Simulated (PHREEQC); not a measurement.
Brine

A solution holds 2.1 mol/kgw K2CO3, 0.045 mol/kgw Na2B4O7 and 0.14 mol/kgw NaCl, at 15 °C. Closed to the air; pH follows from the charge balance.

All values are PHREEQC results (Pitzer model, pitzer.dat), not measurements.

Precipitation was switched off in this run.

Q: What pH does the model give?

A: pH 11.29.

Q: In which forms is C present?

A: CO3-2 96 %, HCO3- 4.1 % of the C.

In brines, pH and single-ion activities rest on the MacInnes convention.
